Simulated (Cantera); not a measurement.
Cantera run:

```python
import numpy as np
import cantera as ct

gas_names = """
    AL ALCL ALCL2 ALCL3 ALH ALO ALOCL ALOH ALO2 ALO2H AL2 AL2CL6 AL2O AL2O2 CL CLO CL2 H HALO HCL HOCL
    HO2 H2 H2O H2O2 O OH O2 O3
""".split()
cond_names = """
    AL(cr) AL(L) ALCL3(s) ALCL3(L) AL2O3(a) AL2O3(L) H2O(s) H2O(L)
""".split()


# ... load() reads the species with a 1 bar reference pressure and builds the phases ...
atoms = {
    'Al2O3': {'AL': 2, 'O': 3},
    'HCl': {'H': 1, 'CL': 1},
    'H2': {'H': 2},
}
top_T = {}  # K; cautious upper limits of use, not melting points


# ... equilibrate(T, P, feed) seeds the gas with the atoms and calls Mixture.equilibrate('TP', solver="vcs", rtol=1e-11, max_steps=5000) ...
results = []
feed = {'Al2O3': 1, 'HCl': 0.33, 'H2': 3.3}  # mol
T = 1048.15  # K
P = 100000  # Pa
mix = equilibrate(T, P, feed)
results.append((T, P, feed, dict(zip(mix.species_names, mix.species_moles))))
x = sorted(zip(gas.X, gas.species_names), reverse=True)
print(f"T = {T:g} K  P = {P:g} Pa  gas = {mix.phase_moles(0):.4g} mol")
print("   x: " + "  ".join(f"{s} {v:.3e}" for v, s in x if v > 0.001))
print("   condensed (mol): " + ("  ".join(f"{mix.phase(i).name} {mix.phase_moles(i):.4g}"
      for i in range(1, mix.n_phases) if mix.phase_moles(i) > 1e-12) or "none"))
```

It prints:

```
T = 1048.15 K  P = 100000 Pa  gas = 3.63 mol
   x: H2 9.091e-01  HCL 9.083e-02
   condensed (mol): AL2O3(a) 0.9999
```

Method: chemical equilibrium by Gibbs-energy minimisation in Cantera with the NASA 1993 tables (ideal gas, pure condensed phases).
